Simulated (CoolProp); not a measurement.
m-xylene along the isotherm 620 K: density (kg/m³) from the reference equation and from simpler models built on Tc = 616.9 K, pc = 3.535 MPa, ω = 0.326; each cubic takes its own stable root.

Values from CoolProp's reference Helmholtz-energy equation of state, Zhou 2012.

```csv
p (MPa),phase,reference,van der Waals,Redlich-Kwong
1.18,gas,27.93,27.23,27.66
2.36,gas,68.72,64.47,66.89
3.53,gas,171.5,151.2,161.2
4.71,supercritical,443.7,297.2,353.1
5.89,supercritical,476.0,322.3,390.0
7.07,supercritical,496.5,338.6,414.3
8.25,supercritical,511.9,351.0,432.9
9.43,supercritical,524.5,361.0,448.2
10.6,supercritical,535.0,369.3,461.1
11.8,supercritical,544.4,376.8,472.7
13,supercritical,552.8,383.3,482.9
14.1,supercritical,559.7,388.7,491.5
15.3,supercritical,566.7,394.0,499.9
16.5,supercritical,573.1,398.9,507.7
17.7,supercritical,579.0,403.4,514.9
```
